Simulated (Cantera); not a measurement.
Cantera run:

```python
import numpy as np
import cantera as ct

gas_names = """
    F F2 H HF H2 H2F2 H3F3 H4F4 H5F5 H6F6 H7F7 N NF NF2 NF3 NH NH2 NH3 N2 N2H2 N2H4 Si SiF SiF2 SiF3
    SiF4 SiH SiHF3 SiH2 SiH2F2 SiH3 SiH3F SiH4 SiN Si2 Si2N Si3
""".split()
cond_names = """
    Si(cr) Si(L) Si3N4(a)
""".split()


# ... load() reads the species with a 1 bar reference pressure and builds the phases ...
atoms = {
    'Si': {'Si': 1},
    'HF': {'H': 1, 'F': 1},
    'N2': {'N': 2},
}
top_T = {'Si3N4(a)': 2400}  # K; cautious upper limits of use, not melting points


# ... equilibrate(T, P, feed) seeds the gas with the atoms and calls Mixture.equilibrate('TP', solver="vcs", rtol=1e-11, max_steps=5000) ...
results = []
feed = {'Si': 1, 'HF': 3.2, 'N2': 1.5}  # mol
P = 13332.2  # Pa
for T in [873, 923, 973, 1023, 1073, 1123, 1173]:
    mix = equilibrate(T, P, feed)
    results.append((T, P, feed, dict(zip(mix.species_names, mix.species_moles))))
    x = sorted(zip(gas.X, gas.species_names), reverse=True)
    print(f"T = {T:g} K  P = {P:g} Pa  gas = {mix.phase_moles(0):.4g} mol")
    print("   x: " + "  ".join(f"{s} {v:.3e}" for v, s in x if v > 0.0001))
    print("   condensed (mol): " + ("  ".join(f"{mix.phase(i).name} {mix.phase_moles(i):.4g}"
          for i in range(1, mix.n_phases) if mix.phase_moles(i) > 1e-12) or "none"))
```

It prints:

```
T = 873 K  P = 13332.2 Pa  gas = 3.767 mol
   x: H2 4.246e-01  N2 3.628e-01  SiF4 2.123e-01  HF 1.820e-04
   condensed (mol): Si3N4(a) 0.06669
T = 923 K  P = 13332.2 Pa  gas = 3.767 mol
   x: H2 4.245e-01  N2 3.628e-01  SiF4 2.122e-01  HF 3.012e-04  SiHF3 1.642e-04
   condensed (mol): Si3N4(a) 0.06671
T = 973 K  P = 13332.2 Pa  gas = 3.767 mol
   x: H2 4.244e-01  N2 3.628e-01  SiF4 2.121e-01  HF 4.728e-04  SiHF3 2.608e-04
   condensed (mol): Si3N4(a) 0.06673
T = 1023 K  P = 13332.2 Pa  gas = 3.767 mol
   x: H2 4.242e-01  N2 3.628e-01  SiF4 2.119e-01  HF 7.094e-04  SiHF3 3.954e-04
   condensed (mol): Si3N4(a) 0.06676
T = 1073 K  P = 13332.2 Pa  gas = 3.767 mol
   x: H2 4.239e-01  N2 3.627e-01  SiF4 2.117e-01  HF 1.024e-03  SiHF3 5.762e-04
   condensed (mol): Si3N4(a) 0.06679
T = 1123 K  P = 13332.2 Pa  gas = 3.767 mol
   x: H2 4.236e-01  N2 3.627e-01  SiF4 2.113e-01  HF 1.429e-03  SiHF3 8.111e-04
   condensed (mol): Si3N4(a) 0.06683
T = 1173 K  P = 13332.2 Pa  gas = 3.767 mol
   x: H2 4.232e-01  N2 3.627e-01  SiF4 2.109e-01  HF 1.937e-03  SiHF3 1.108e-03  SiF3 2.306e-04
   condensed (mol): Si3N4(a) 0.06685
```

Method: chemical equilibrium by Gibbs-energy minimisation in Cantera with the NASA 1993 tables (ideal gas, pure condensed phases). N2 is the only nitrogen source here; it is nearly inert below about 1500 K, so the nitride shown seldom forms there in practice. The tables' values for SiF3 are old estimates; treat these amounts as uncertain.
